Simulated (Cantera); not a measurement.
An isothermal, constant-pressure homogeneous reactor starts with 56.8 % CH4, 43.2 % CO2, at 2075 K and 0.987 atm.

Computed with Cantera and GRI-Mech 3.0 (53 species, 325 reactions).

x: mole fraction; the columns are a selection and need not sum to one.

```tsv
t (s)	x CH4	x CO2	x HCO	x HO2	x C2H2	x CH3
6.00e-6	0.547	0.428	[?]	4.89e-12	5.93e-5	0.0118
2.22e-5	0.419	0.398	[?]	1.53e-11	0.0114	0.0220
8.23e-5	0.179	0.290	[?]	4.15e-11	0.104	0.0105
0.000305	0.0542	0.154	[?]	6.63e-11	0.151	0.00379
0.00113	0.0148	0.0388	[?]	6.31e-11	0.144	0.00137
0.00418	0.0103	0.0198	[?]	1.82e-11	0.100	0.000862
0.0155	0.00577	0.00747	2.47e-7	2.18e-12	0.0583	0.000437
0.0574	0.00219	0.00116	2.52e-7	<1e-12	0.0372	0.000158
0.213	0.000732	8.90e-6	2.55e-7	<1e-12	0.0336	5.25e-5
0.787	0.000704	4.66e-7	2.55e-7	<1e-12	0.0336	5.04e-5
2.92	0.000704	4.66e-7	2.55e-7	<1e-12	0.0336	5.04e-5
10.8	0.000704	4.66e-7	2.55e-7	<1e-12	0.0336	5.04e-5
40.0	0.000704	4.66e-7	2.55e-7	<1e-12	0.0336	5.04e-5
```

Q: Some entries are withheld; supply them.

A: 
- 6.00e-6, x HCO: 4.17e-7
- 2.22e-5, x HCO: 6.67e-6
- 8.23e-5, x HCO: 2.99e-6
- 0.000305, x HCO: 9.06e-7
- 0.00113, x HCO: 4.15e-7
- 0.00418, x HCO: 2.87e-7
